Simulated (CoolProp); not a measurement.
The numbers come from the reference Helmholtz-energy equation of state, Guder 2009 in CoolProp.

Task: For sulfur hexafluoride, give the phase and the cp (kJ/(kg K)), expansivity (1/kK), viscosity (µPa s), conductivity (mW/(m K)) at 512.3 K and 93.9 bar.

Result: 
- 512.3 K and 93.9 bar: supercritical; cp 0.983, expansivity 3.24, viscosity 31.5, conductivity 37.2

Viscosity comes from a separate model (Quiñones-Cisneros 2012). Thermal conductivity comes from a separate model (Assael 2012).
